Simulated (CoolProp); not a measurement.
Vapour pressure (MPa) of acetone: the reference equation beside estimates from Tc = 508.1 K, pc = 4.692 MPa, ω = 0.307. Clausius-Clapeyron is anchored at 358.6 K with a constant enthalpy of vaporisation of 27.14 kJ/mol.

Values from CoolProp's reference Helmholtz-energy equation of state, Lemmon 2006. It is a short technical equation, of lower accuracy than the large ones.

```json
[
 {"T (K)": "351.6", "reference": "0.2059", "Clausius-Clapeyron": "0.2101", "van der Waals": "0.8868", "Redlich-Kwong": "0.3720", "Soave-Redlich-Kwong": "0.2050", "Peng-Robinson": "0.2048"},
 {"T (K)": "358.6", "reference": "0.2518", "Clausius-Clapeyron": "0.2518", "van der Waals": "0.9807", "Redlich-Kwong": "0.4396", "Soave-Redlich-Kwong": "0.2516", "Peng-Robinson": "0.2507"},
 {"T (K)": "365.5", "reference": "0.3044", "Clausius-Clapeyron": "0.2990", "van der Waals": "1.079", "Redlich-Kwong": "0.5143", "Soave-Redlich-Kwong": "0.3052", "Peng-Robinson": "0.3035"},
 {"T (K)": "372.5", "reference": "0.3661", "Clausius-Clapeyron": "0.3537", "van der Waals": "1.186", "Redlich-Kwong": "0.5990", "Soave-Redlich-Kwong": "0.3682", "Peng-Robinson": "0.3654"},
 {"T (K)": "379.4", "reference": "0.4359", "Clausius-Clapeyron": "0.4148", "van der Waals": "1.297", "Redlich-Kwong": "0.6918", "Soave-Redlich-Kwong": "0.4396", "Peng-Robinson": "0.4356"},
 {"T (K)": "386.3", "reference": "0.5154", "Clausius-Clapeyron": "0.4836", "van der Waals": "1.415", "Redlich-Kwong": "0.7942", "Soave-Redlich-Kwong": "0.5211", "Peng-Robinson": "0.5157"},
 {"T (K)": "393.3", "reference": "0.6069", "Clausius-Clapeyron": "0.5621", "van der Waals": "1.542", "Redlich-Kwong": "0.9085", "Soave-Redlich-Kwong": "0.6151", "Peng-Robinson": "0.6081"},
 {"T (K)": "400.2", "reference": "0.7087", "Clausius-Clapeyron": "0.6486", "van der Waals": "1.673", "Redlich-Kwong": "1.032", "Soave-Redlich-Kwong": "0.7198", "Peng-Robinson": "0.7110"},
 {"T (K)": "407.2", "reference": "0.8247", "Clausius-Clapeyron": "0.7462", "van der Waals": "1.814", "Redlich-Kwong": "1.169", "Soave-Redlich-Kwong": "0.8392", "Peng-Robinson": "0.8284"},
 {"T (K)": "414.1", "reference": "0.9526", "Clausius-Clapeyron": "0.8528", "van der Waals": "1.959", "Redlich-Kwong": "1.315", "Soave-Redlich-Kwong": "0.9708", "Peng-Robinson": "0.9579"},
 {"T (K)": "421.1", "reference": "1.097", "Clausius-Clapeyron": "0.9722", "van der Waals": "2.114", "Redlich-Kwong": "1.476", "Soave-Redlich-Kwong": "1.120", "Peng-Robinson": "1.104"},
 {"T (K)": "428", "reference": "1.255", "Clausius-Clapeyron": "1.102", "van der Waals": "2.274", "Redlich-Kwong": "1.647", "Soave-Redlich-Kwong": "1.282", "Peng-Robinson": "1.265"}
]
```

Absolute difference from the reference over all 12 rows, mean and median: Clausius-Clapeyron 6.5 and 6.8 %, van der Waals 180.0 and 164.3 %, Redlich-Kwong 53.5 and 51.9 %, Soave-Redlich-Kwong 1.2 and 1.2 %, Peng-Robinson 0.4 and 0.4 %.
